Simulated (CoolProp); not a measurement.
Vapour-liquid equilibrium of R125 (1) + cyclopropane (2) at 806 kPa; x and y are mole fractions of (1).

The numbers come from the multi-fluid Helmholtz-energy mixture model, Lemmon 2005 and Polt 1992; pair parameters Bell 2016 in CoolProp. This equation is an older, rougher fit; its heat capacities, sound speeds and derivatives of the liquid may be far off and weren't checked against measurements.

Question: Give the bubble temperature and the first vapour's composition at x = 0.05, 0.35, 0.725. Is there an azeotrope?

Answer: x = 0.05: 295.3 K, y = 0.185; x = 0.35: 280.8 K, y = 0.554; x = 0.725: 277.5 K, y = 0.740. y crosses x between x = 0.725 and 0.8: the model has an azeotrope there.

The pair parameters rest on a limited set of measurements; away from them the model extrapolates.
